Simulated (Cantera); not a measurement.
Feed: 1 mol CHF₃, 1 mol F₂, 0.3 mol H₂, held at 0.00133 bar.

Equilibrium computed with Cantera from the NASA thermochemical tables; the gas is ideal and each condensed phase is pure. Candidate condensed phases: C, C₆H₆, C₇H₈, C₈H₁₈; 95 gas species. Gases not in the tables: C₂F₆ and larger saturated fluorocarbons. Equilibrium is a limit: real reactors are often held back by kinetics, nucleation or transport.

Task: At 2200 K, list the 7 most abundant gas species with their mole fractions, and the condensed phases.

Result: HF 0.409, F 0.355, CF₂ 0.206, CF₄ 0.0226, CF 0.00403, CF₃ 0.00302, H 2.36e-5. Condensed: C(graphite).
